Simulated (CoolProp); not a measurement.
A Linde-Hampson liquefier for oxygen: isothermal reversible compression at 280 K from 1 atm to 5 MPa, throttling to 1 atm, return gas leaving the recuperator 5 K below the feed. Each further row changes one setting.

Computed with CoolProp (reference Helmholtz-energy equation of state, Schmidt 1985).

```json
[
 {"case": "as stated", "liquid yield per pass": "…", "compression work (kJ/kg of gas)": "281"},
 {"case": "high pressure 10 MPa", "liquid yield per pass": "…", "compression work (kJ/kg of gas)": "328"},
 {"case": "warm-end temperature 310 K", "liquid yield per pass": "…", "compression work (kJ/kg of gas)": "312"},
 {"case": "warm-end gap 10 K", "liquid yield per pass": "…", "compression work (kJ/kg of gas)": "281"}
]
```

Task: What belongs in the gaps?

Result: 
- as stated, liquid yield per pass: 0.024
- high pressure 10 MPa, liquid yield per pass: 0.059
- warm-end temperature 310 K, liquid yield per pass: 0.016
- warm-end gap 10 K, liquid yield per pass: 0.012

Above 300 K oxygen's equation is extrapolated.
